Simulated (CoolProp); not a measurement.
C3F8 (R218) at 298.15 K and 0.269 MPa flows at 2.6 m/s in a round tube of 50 mm bore and 1.5 µm roughness, fully developed (64/Re and Nu = 3.66 if laminar; Colebrook and Gnielinski if turbulent). Each further row changes one setting.

Computed with CoolProp (reference Helmholtz-energy equation of state, Lemmon 2006). It is a short technical equation, of lower accuracy than the large ones.

| case | Reynolds number | Darcy friction factor | pressure drop (Pa/m) | heat-transfer coefficient (W/(m² K)) | mass flow (kg/h) |
|---|---|---|---|---|---|
| as stated | 230000 | 0.0155 | 22.7 | … | 398 |
| velocity 5.2 m/s | 461000 | … | 80.6 | 170 | 797 |
| diameter 100 mm | 461000 | 0.0136 | … | 83.8 | 1590 |

**Question.** Complete the blanks.

**Answer.** 
- as stated, heat-transfer coefficient (W/(m² K)): 96.0
- velocity 5.2 m/s, Darcy friction factor: 0.0138
- diameter 100 mm, pressure drop (Pa/m): 9.94

Viscosity comes from a separate model (Huber 2003), an estimate that may be off by 10 % or more. Thermal conductivity comes from a separate model (Huber 2003), an estimate that may be off by 10 % or more.
